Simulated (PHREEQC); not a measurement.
A column of 0.5 m (30 cells, dispersivity 0.018 m, 3600 s a shift, diffusion coefficient 3e-10 m²/s) holds 0.065 eq of the database's cation exchanger X per kg of pore water, first in equilibrium with 0.05 mol/kgw MgCl2, 0.071 mol/kgw CdCl2 and 1e-05 mol/kgw HCl. It is flushed with 0.023 mol Na2SO4 and 1e-05 mol HCl per kg of water, at 25 °C. Values are for the last cell. CO2 from the air is kept out. No solid was allowed to form.

Base run: PHREEQC, ion-association model, phreeqc.dat. Each further column changes one thing. The table gives Na in solution (mol/kgw).

| pore volumes | base | exchange capacity from 0.065 to 0.033 eq/kgw | dispersivity from 0.018 to 0.036 m |
|---|---|---|---|
| 0 | 0 | 0 | 0 |
| 0.35 | 1.19e-7 | … | 3.34e-5 |
| 0.85 | 0.00637 | 0.00946 | 0.0106 |
| 1.183 | 0.0180 | 0.0245 | 0.0213 |
| 1.517 | 0.0248 | 0.0315 | … |
| 2.017 | 0.0320 | … | 0.0322 |
| 2.35 | 0.0352 | … | 0.0347 |
| 2.683 | 0.0374 | 0.0410 | 0.0367 |
| 3.017 | 0.0389 | 0.0420 | 0.0382 |
| 3.517 | 0.0404 | … | … |
| 3.85 | 0.0411 | 0.0433 | 0.0406 |
| 4.183 | 0.0416 | 0.0437 | … |
| 4.683 | 0.0423 | 0.0441 | 0.0420 |
| 5.017 | 0.0426 | 0.0443 | 0.0423 |

What belongs in the gaps?


- 0.35, exchange capacity from 0.065 to 0.033 eq/kgw: 3.27e-7
- 1.517, dispersivity from 0.018 to 0.036 m: 0.0273
- 2.017, exchange capacity from 0.065 to 0.033 eq/kgw: 0.0372
- 2.35, exchange capacity from 0.065 to 0.033 eq/kgw: 0.0395
- 3.517, exchange capacity from 0.065 to 0.033 eq/kgw: 0.0429
- 3.517, dispersivity from 0.018 to 0.036 m: 0.0399
- 4.183, dispersivity from 0.018 to 0.036 m: 0.0413
